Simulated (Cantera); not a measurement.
**Premixed flame**

A freely propagating, adiabatic, planar premixed flame of H2 : O2 : N2 : H2O = 1 : 0.385 : 1.69 : 0.45 (molar parts), unburnt at 625 K and 135 Torr; mixture-averaged transport, grid criteria slope 0.08 and curve 0.16, no radiation.

Cantera simulation using the H2/O2 subset of GRI-Mech 3.0, which has no nitrogen chemistry; the numbers are that mechanism's predictions, not measurements. Burning velocities carry a grid error of a few per cent, more on coarse grids.

```csv
z (mm),T (K),u (m/s),x H2,x O2,x H2O,x H,x O,x OH
-13.0,625,5.93,0.284,0.109,0.128,<1e-8,<1e-8,<1e-8
-8.66,625,5.93,0.284,0.109,0.128,<1e-8,<1e-8,<1e-8
-6.50,625,5.93,0.284,0.109,0.128,<1e-8,<1e-8,<1e-8
-4.33,625,5.93,0.284,0.109,0.128,6.18e-8,<1e-8,<1e-8
-2.17,631,5.98,0.282,0.109,0.128,0.000159,4.99e-6,1.82e-5
-1.08,748,7.01,0.263,0.105,0.141,0.00527,0.000176,0.000308
0,1096,10.0,0.165,0.0713,0.217,0.0435,0.00375,0.00200
1.08,1344,12.1,0.0816,0.0236,0.306,0.0715,0.00673,0.00575
2.17,1452,13.0,0.0716,0.0148,0.324,0.0676,0.00652,0.00755
4.33,1567,13.9,0.0733,0.0121,0.331,0.0561,0.00580,0.00899
8.66,1692,14.9,0.0750,0.00957,0.340,0.0436,0.00467,0.00999
17.3,1815,15.8,0.0752,0.00691,0.350,0.0320,0.00334,0.0102
34.7,1926,16.6,0.0743,0.00445,0.361,0.0223,0.00209,0.00935
```
x: mole fraction of selected species; z is measured from the peak of heat release.

```json
{
  "laminar_burning_velocity": "593 cm/s",
  "thermal_thickness": "4.33 mm",
  "peak x(H)": "0.0718",
  "peak x(O)": "0.00675",
  "peak x(OH)": "0.0102",
  "grid_points": "134"
}
```
